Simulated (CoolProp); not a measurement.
Vapour-liquid equilibrium of CH2F2 (R32) (1) + propylene (2) at 322.8 K; x and y are mole fractions of (1).

Values from CoolProp's multi-fluid Helmholtz-energy mixture model, Tillner-Roth 1997 and Lemmon 2013; pair parameters Bell 2016.

### Question
Give the bubble pressure and the first vapour's composition at x = 0.05, 0.2, 0.575. Is there an azeotrope?

### Answer
x = 0.05: 22.59 bar, y = 0.107; x = 0.2: 27.78 bar, y = 0.316; x = 0.575: 34.36 bar, y = 0.613. y crosses x between x = 0.65 and 0.725: the model has an azeotrope there.

Pair parameters are fitted to limited data, so mixtures are less certain than the pure fluids.
